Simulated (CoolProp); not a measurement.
A single-stage vapour-compression cycle with R245ca: evaporating at 256.15 K (dew point), condensing at 323.15 K (bubble point), superheat 0 K, subcooling 2 K, compressor efficiency 0.8, no pressure losses. Each further row changes one setting.

The numbers come from the reference Helmholtz-energy equation of state, Zhou 2016 in CoolProp.

```
case                              cooling COP  pressure ratio  discharge temperature (K)  refrigerating effect (kJ/kg)  volumetric capacity (kJ/m³)
--------------------------------  -----------  --------------  -------------------------  ----------------------------  ---------------------------
as stated                                2.27            17.1                      330.4                           139                          124
evaporating temperature 261.15 K         2.58            13.0                      328.7                           143                          165
condensing temperature 318.15 K          2.54            14.6                      326.0                           146                          130
subcooling 7 K                           2.39            17.1                      330.4                           146                          130
superheat 10 K                           2.31            17.1                      340.9                           147                          126
compressor efficiency 0.7                1.99            17.1                      339.1                           139                          124
```
